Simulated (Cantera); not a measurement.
Feed: 1 mol CF4, 0.37 mol H2, 0.009 mol Si, at 1.60e-5 bar.

Cantera equilibrium calculation (NASA polynomials, part measured and part estimated; ideal gas, pure solids and liquids). Candidate condensed phases: C, C6H6, C7H8, C8H18, Si, SiC; 113 gas species. Condensed phases not in the tables: fluorocarbon polymer. Gases not in the tables: C2F6 and larger saturated fluorocarbons. Rates play no part. All values below are at 327 °C.

Base state: CF4 0.518, HF 0.476, SiF4 0.00579 (mole fractions); condensed: C(graphite).

Problem. What changes in the equilibrium state with this change: H2 from 0.37 to 0.15 mol?

Solution. 
```tsv
species	before	after
CF4	0.518	0.748
HF	0.476	0.245
SiF4	0.00579	0.00735
C(graphite), mol	0.194	0.0840
```
